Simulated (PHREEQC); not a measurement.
0.1 mol of Fluorite (CaF2) is brought to equilibrium with 1 kg of water holding 3 mmol/kgw NaCl, at 25 °C, the pH being set by adding NaOH or HCl. Oxygen is held at 0.21 atm. The system is closed to CO2. Only these solids could form: Fluorite.

Base run: PHREEQC, ion-association model, phreeqc.dat. Each further column changes one thing. The table gives dissolved Ca (mol/kgw).

```json
[
 {"pH": "4", "base": "0.000230", "temperature from 25 to 80 °C": "0.000365", "temperature from 25 to 85 °C": "0.000378"},
 {"pH": "4.67", "base": "0.000215", "temperature from 25 to 80 °C": "0.000306", "temperature from 25 to 85 °C": "0.000312"},
 {"pH": "6", "base": "0.000210", "temperature from 25 to 80 °C": "0.000289", "temperature from 25 to 85 °C": "0.000294"},
 {"pH": "6.67", "base": "0.000210", "temperature from 25 to 80 °C": "0.000289", "temperature from 25 to 85 °C": "0.000293"},
 {"pH": "7.33", "base": "0.000210", "temperature from 25 to 80 °C": "0.000289", "temperature from 25 to 85 °C": "0.000293"},
 {"pH": "8.67", "base": "0.000210", "temperature from 25 to 80 °C": "0.000289", "temperature from 25 to 85 °C": "0.000293"},
 {"pH": "9.33", "base": "0.000210", "temperature from 25 to 80 °C": "0.000292", "temperature from 25 to 85 °C": "0.000296"},
 {"pH": "10", "base": "0.000211", "temperature from 25 to 80 °C": "0.000301", "temperature from 25 to 85 °C": "0.000309"},
 {"pH": "11.33", "base": "0.000219", "temperature from 25 to 80 °C": "0.000420", "temperature from 25 to 85 °C": "0.000447"},
 {"pH": "12", "base": "0.000245", "temperature from 25 to 80 °C": "0.000602", "temperature from 25 to 85 °C": "0.000646"}
]
```

 Away from 25 °C the constants follow the database's enthalpies or fits; those with neither stay at their 25 °C values.
